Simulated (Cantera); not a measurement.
Input: 1 mol SiC, 0.027 mol N2O, 550 mol N2, equilibrated at 0.220 bar.

Method: chemical equilibrium by Gibbs-energy minimisation in Cantera with the NASA 1993 tables (ideal gas, pure condensed phases). Candidate condensed phases: C, Si, SiC, SiO2, Si2N2O, Si3N4; 34 gas species. Mutual solubility and eutectic melting of coexisting phases are not modelled. The tables' values for SiN are old estimates; treat these amounts as uncertain. The numbers say what is thermodynamically allowed, not how fast it happens.

x: gas mole fraction; n: condensed amount in mol.

```csv
T (°C),x N2,x Si,x CO,x SiO,x SiC2,n C(graphite),n Si2N2O(s),n Si3N4(s),n SiC(s)
702,1.00,<1e-12,1.62e-10,<1e-12,<1e-12,1.00,0.0270,0.315,0
802,1.00,<1e-12,___,<1e-12,<1e-12,1.000,0.0270,0.315,0
902,1.00,<1e-12,1.68e-7,<1e-12,<1e-12,1.000,0.0269,0.315,0
1002,1.000,<1e-12,2.36e-6,6.46e-11,<1e-12,0.999,0.0257,0.316,0
1102,1.000,1.12e-12,2.25e-5,3.47e-9,<1e-12,0.988,0.0147,0.324,0
1202,1.000,6.73e-11,4.91e-5,3.38e-8,<1e-12,0.973,0,0.333,0
1302,1.000,2.39e-9,4.90e-5,1.23e-7,7.69e-12,0.973,0,0.333,0
1402,1.000,5.51e-8,4.83e-5,7.86e-7,8.47e-11,0,0,0.00870,0.973
1502,1.000,8.86e-7,4.51e-5,3.99e-6,6.50e-10,0,0,0.00733,0.975
1602,1.000,1.05e-5,3.51e-5,1.40e-5,4.00e-9,0,0,0.00134,0.981
1702,1.000,3.00e-5,4.28e-5,6.30e-6,6.59e-8,0,0,0,0.976
1802,1.000,___,4.80e-5,___,___,0,0,0,0.968
1902,1.000,0.000130,4.84e-5,6.54e-7,1.14e-5,0.0360,0,0,0.906
```

Question: What belongs in the gaps?

Answer: 
- 1802, x Si: 4.65e-5
- 1802, x SiO: 1.04e-6
- 1802, x SiC2: 1.37e-6
- 802, x CO: 7.25e-9
